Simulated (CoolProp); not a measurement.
A closed Brayton cycle with carbon dioxide: compressor inlet 314.15 K and 7.6 MPa, high pressure 22.5 MPa, turbine inlet 655 K, compressor efficiency 0.85, turbine efficiency 0.9, recuperator effectiveness 0.8 (on enthalpy, no pinch check). Each further row changes one setting.

Values from CoolProp's reference Helmholtz-energy equation of state, Span 1996.

```tsv
case	thermal efficiency (%)	net work (kJ/kg)	compressor to turbine work	compressor exit (K)	turbine exit (K)
as stated	24.8	55.7	0.48	400.2	541.7
turbine inlet 605 K	22.1	45.0	0.53	400.2	496.0
compressor inlet 324.15 K	22.8	47.4	0.56	418.9	541.7
high pressure 19.1 MPa	24.1	50.7	0.45	386.8	558.5
recuperator effectiveness 0.5	20.4	55.7	0.48	400.2	541.7
```
